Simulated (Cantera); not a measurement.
## Equilibrium for sublimation and decomposition of ceramics: Si3N4 + C + H2

Charge: 1 mol Si3N4, 0.071 mol C, a varied amount of H2, equilibrated at 2075 K and 13.3 mbar.

Cantera equilibrium calculation (NASA polynomials, part measured and part estimated; ideal gas, pure solids and liquids). Candidate condensed phases: C, C6H6, C7H8, C8H18, Si, SiC, Si3N4; 105 gas species. Mutual solubility and eutectic melting of coexisting phases are not modelled. The tables' values for SiN are old estimates; treat these amounts as uncertain. Gases not in the tables: Si2H6 and higher silanes. Kinetics and transport are ignored.

```csv
n(H2) (mol),x N2,x H2,x H,x Si,x HCN,n Si(l),n SiC(s)
0.024,0.979,0.0105,0.00236,0.00764,0.000142,2.91,0.0701
0.037,0.972,0.0164,0.00295,0.00764,0.000177,2.91,0.0700
0.058,0.962,0.0259,0.00371,0.00764,0.000221,2.91,0.0699
0.092,0.945,0.0410,0.00467,0.00764,0.000276,2.91,0.0698
0.14,0.924,0.0616,0.00572,0.00764,0.000335,2.91,0.0696
0.23,0.886,0.0980,0.00722,0.00764,0.000413,2.91,0.0694
0.36,0.836,0.146,0.00881,0.00764,0.000490,2.91,0.0691
0.56,0.770,0.210,0.0106,0.00764,0.000564,2.91,0.0687
0.89,0.681,0.297,0.0126,0.00764,0.000631,2.90,0.0682
1.4,0.579,0.397,0.0145,0.00764,0.000673,2.90,0.0675
2.2,0.468,0.506,0.0164,0.00764,0.000683,2.89,0.0666
3.5,0.357,0.616,0.0181,0.00764,0.000658,2.88,0.0654
```
x: gas mole fraction; n: condensed amount in mol.

From 0.024 mol H2 to 3.5 mol H2 the condensed part is Si(l) + SiC(s). The main Si-bearing gas is Si throughout.
